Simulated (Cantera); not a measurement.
# Premixed flame

A freely propagating, adiabatic, planar premixed flame of H2 : O2 : N2 = 1 : 0.294 : 0.971 (molar parts), unburnt at 450 K and 500000 Pa; unity-Lewis-number transport, grid criteria slope 0.08 and curve 0.16, no radiation.

Cantera simulation using the H2/O2 subset of GRI-Mech 3.0, which has no nitrogen chemistry; the numbers are that mechanism's predictions, not measurements. The hydrogen kinetics of GRI-Mech 3.0 are dated; newer H2 mechanisms differ, most at raised pressure. Unity Lewis numbers drop preferential diffusion, which matters most where H2 and H carry the flame. Burning velocities carry a grid error of a few per cent, more on coarse grids.

| z (mm) | T (K) | u (m/s) | x H2 | x O2 | x H2O | x H2O2 | x O | x H |
|---|---|---|---|---|---|---|---|---|
| -0.143 | 450 | 4.08 | 0.442 | 0.130 | 9.45e-7 | <1e-8 | <1e-8 | <1e-8 |
| -0.0954 | 450 | 4.08 | 0.441 | 0.130 | 1.67e-5 | 5.20e-8 | <1e-8 | <1e-8 |
| -0.0715 | 451 | 4.08 | 0.441 | 0.130 | 0.000101 | 3.12e-7 | 2.68e-8 | <1e-8 |
| -0.0477 | 457 | 4.14 | 0.441 | 0.129 | 0.000897 | 2.68e-6 | 3.20e-7 | <1e-8 |
| -0.0238 | 595 | 5.34 | 0.427 | 0.121 | 0.0179 | 3.26e-5 | 2.13e-5 | 2.71e-5 |
| -0.0119 | 965 | 8.46 | 0.384 | 0.0981 | 0.0695 | 4.05e-5 | 0.000326 | 0.00367 |
| 0 | 1419 | 12.1 | 0.297 | 0.0569 | 0.158 | 1.06e-5 | 0.00185 | 0.0279 |
| 0.0119 | 1711 | 14.3 | 0.221 | 0.0225 | 0.229 | 2.69e-6 | 0.00274 | 0.0547 |
| 0.0238 | 1865 | 15.4 | 0.191 | 0.00797 | 0.259 | 1.64e-6 | 0.00241 | 0.0607 |
| 0.0477 | 2016 | 16.4 | 0.186 | 0.00176 | 0.276 | 8.48e-7 | 0.00162 | 0.0508 |
| 0.0954 | 2144 | 17.3 | 0.192 | 0.000586 | 0.283 | 4.25e-7 | 0.000848 | 0.0349 |
| 0.191 | 2242 | 17.9 | 0.198 | 0.000242 | 0.289 | 2.17e-7 | 0.000363 | 0.0220 |
| 0.382 | 2309 | 18.4 | 0.203 | 9.00e-5 | 0.292 | 1.04e-7 | 0.000136 | 0.0131 |
x: mole fraction of selected species; z is measured from the peak of heat release.

| Quantity | Result |
|---|---|
| laminar burning velocity | 408 cm/s |
| thermal thickness | 0.0477 mm |
| peak x(H2O2) | 4.40e-5 |
| peak x(O) | 0.00274 |
| peak x(H) | 0.0609 |
| grid points | 111 |
